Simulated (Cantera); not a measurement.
A perfectly stirred reactor is fed with NH3 : H2 = 1 : 1.5 (molar parts), at 0.0132 atm; it is held at 2025 K, and followed from long to short residence time.

Computed with Cantera and the gas-phase N/H chemistry of the illustrative SiF4/NH3 mechanism in the Surface Chemkin manual (1991). Walls and surfaces, which speed up NH3 decomposition in real reactors, are not modelled.

Problem. What does this change do: NH3 1 to 5.4 parts?

Solution. 
```tsv
quantity	before	after
x(NH3) at τ = 4.10 s	0.0887	0.135
x(H2) at τ = 4.10 s	0.799	0.682
x(N2) at τ = 4.10 s	0.111	0.181
x(N2H2) at τ = 4.10 s	6.89e-7	1.20e-6
x(N2H4) at τ = 4.10 s	5.85e-10	1.08e-9
x(NH3) at τ = 0.120 s	0.360	0.678
x(H2) at τ = 0.120 s	0.625	0.291
x(N2) at τ = 0.120 s	0.0138	0.0286
x(N2H2) at τ = 0.120 s	3.77e-6	1.01e-5
x(N2H4) at τ = 0.120 s	3.89e-9	1.02e-8
```
